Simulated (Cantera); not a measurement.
Mixture: CH4 : H2 : O2 : N2 = 1 : 0.077 : 2.08 : 6.24 (molar parts), at 10.0 bar, adiabatic and at constant volume. Ignition delay is the time to a rise of 400 K.

Cantera simulation using GRI-Mech 3.0 (53 species, 325 reactions); the numbers are that mechanism's predictions, not measurements.

Problem. Predict: delay at 1250 K; delay at 1400 K; delay at 1550 K; delay at 1700 K; delay at 1850 K; apparent activation energy between 1775 and 1925 K.

Solution. 
```
Item                                                    Result
--------------------------------------------------  ----------
delay at 1250 K                                       0.913 ms
delay at 1400 K                                       0.234 ms
delay at 1550 K                                        65.1 µs
delay at 1700 K                                        20.9 µs
delay at 1850 K                                        7.88 µs
apparent activation energy between 1775 and 1925 K  170 kJ/mol
```
